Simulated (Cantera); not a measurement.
HI + H₂ + N₂ (abatement and gas-phase synthesis)

Feed: 1 mol HI, 4 mol H₂, 46 mol N₂, equilibrated at 1.90e7 Pa.

These are equilibrium values from Cantera (NASA tables, ideal gas, pure condensed phases), not measurements of a reactor. Candidate condensed phases: I₂; 12 gas species. The ideal-gas law is rough above about 30 bar. Rates play no part.

| T (°C) | x N₂ | x H₂ | x HI | x I | x H |
|---|---|---|---|---|---|
| 1050 | 0.902 | 0.0783 | 0.0186 | 0.000586 | 3.22e-8 |
| 1250 | 0.901 | 0.0790 | 0.0176 | 0.00152 | 4.71e-7 |
| 1450 | 0.901 | 0.0798 | 0.0161 | 0.00301 | 3.74e-6 |
| 1650 | 0.900 | 0.0807 | 0.0143 | 0.00492 | 1.94e-5 |
| 1850 | 0.899 | 0.0817 | 0.0123 | 0.00697 | 7.44e-5 |
| 2050 | 0.898 | 0.0825 | 0.0104 | 0.00892 | 0.000227 |
| 2250 | 0.897 | 0.0830 | 0.00869 | 0.0106 | 0.000581 |
| 2450 | 0.896 | 0.0833 | 0.00728 | 0.0121 | 0.00130 |
| 2650 | 0.895 | 0.0831 | 0.00613 | 0.0132 | 0.00259 |
| 2850 | 0.893 | 0.0824 | 0.00518 | 0.0142 | 0.00473 |
| 3050 | 0.892 | 0.0810 | 0.00441 | 0.0149 | 0.00799 |
| 3250 | 0.889 | 0.0787 | 0.00376 | 0.0155 | 0.0127 |
x: gas mole fraction; nothing condenses.

From 1050 °C to 3250 °C nothing is condensed.
